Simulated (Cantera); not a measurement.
Cantera with NASA thermochemical tables; ideal gases at 1 bar, condensed phases pure. Values are per mole of reaction as written; species without (g) are pure solids or liquids, kept so even where they would boil at 1 bar. ZrN: taken at fixed stoichiometry.

3 H₂O₂(g) + 8 ZrN = 6 NO(g) + 8 Zr + 2 NH₃(g)

| T (K) | ΔH° (kJ) | ΔS° (J/K) | ΔG° (kJ) | log10 K | condensed phases |
|---|---|---|---|---|---|
| 300 | [?] | [?] | [?] | [?] | ZrN(s), Zr(α) |
| 2000 | 3718.6 | 878.2 | 1962.2 | -51.25 | ZrN(s), Zr(β) |
| 2100 | [?] | [?] | [?] | [?] | ZrN(s), Zr(β) |
| 2200 | 3877.2 | 952.7 | 1781.2 | -42.29 | ZrN(s), Zr(l) |
| 2300 | 3875.4 | 951.9 | 1686.0 | -38.29 | ZrN(s), Zr(l) |
| 2400 | 3873.1 | 950.9 | 1590.8 | -34.62 | ZrN(s), Zr(l) |
| 2500 | 3870.2 | 949.8 | 1495.8 | -31.25 | ZrN(s), Zr(l) |
| 2600 | 3866.8 | 948.4 | 1400.9 | -28.14 | ZrN(s), Zr(l) |
| 2700 | 3862.9 | 947.0 | 1306.1 | -25.27 | ZrN(s), Zr(l) |

### Question
Fill in the missing entries.

### Answer

- 300, ΔH° (kJ): 3786.6
- 300, ΔS° (J/K): 946.0
- 300, ΔG° (kJ): 3502.8
- 300, log10 K: -609.88
- 2100, ΔH° (kJ): 3712.4
- 2100, ΔS° (J/K): 875.1
- 2100, ΔG° (kJ): 1874.5
- 2100, log10 K: -46.63
